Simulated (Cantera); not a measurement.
A freely propagating, adiabatic, planar premixed flame of 43.2 % H2, 9.80 % O2, 47.0 % N2, unburnt at 475 K and 9.87 atm; mixture-averaged transport, grid criteria slope 0.08 and curve 0.16, no radiation.

Cantera simulation using the H2/O2 subset of GRI-Mech 3.0, which has no nitrogen chemistry; the numbers are that mechanism's predictions, not measurements. The hydrogen kinetics of GRI-Mech 3.0 are dated; newer H2 mechanisms differ, most at raised pressure. Burning velocities carry a grid error of a few per cent, more on coarse grids.

x: mole fraction of selected species; z is measured from the peak of heat release.

```tsv
z (mm)	T (K)	u (m/s)	x H2	x O2	x O	x H2O	x H2O2	x OH
-0.0780	475	3.57	0.432	0.0980	<1e-8	2.86e-7	<1e-8	<1e-8
-0.0520	475	3.57	0.431	0.0981	<1e-8	3.20e-6	1.59e-8	<1e-8
-0.0390	477	3.57	0.430	0.0982	<1e-8	2.13e-5	1.27e-7	<1e-8
-0.0260	490	3.64	0.426	0.0990	___	0.000302	2.33e-6	<1e-8
-0.0130	647	4.64	0.397	0.0991	___	0.0100	7.77e-5	4.67e-5
-0.00650	972	6.78	0.360	0.0857	___	0.0461	0.000130	0.000496
0	1326	9.12	0.316	0.0591	___	0.103	4.82e-5	0.000893
0.00650	1567	10.7	0.279	0.0316	___	0.156	6.98e-6	0.00128
0.0130	1700	11.6	0.258	0.0143	___	0.188	2.54e-6	0.00141
0.0260	1810	12.3	0.246	0.00273	___	0.210	8.61e-7	0.00132
0.0520	1881	12.8	0.247	0.000214	___	0.216	2.44e-7	0.00106
0.104	1932	13.1	0.251	1.30e-5	___	0.217	8.67e-8	0.000707
0.208	1963	13.3	0.253	2.84e-6	___	0.218	3.11e-8	0.000411
```

**Question.** Complete the blanks.

**Answer.** 
- -0.0260, x O: 1.18e-7
- -0.0130, x O: 1.05e-5
- -0.00650, x O: 0.000138
- 0, x O: 0.000538
- 0.00650, x O: 0.000712
- 0.0130, x O: 0.000499
- 0.0260, x O: 0.000167
- 0.0520, x O: 5.42e-5
- 0.104, x O: 1.97e-5
- 0.208, x O: 6.19e-6
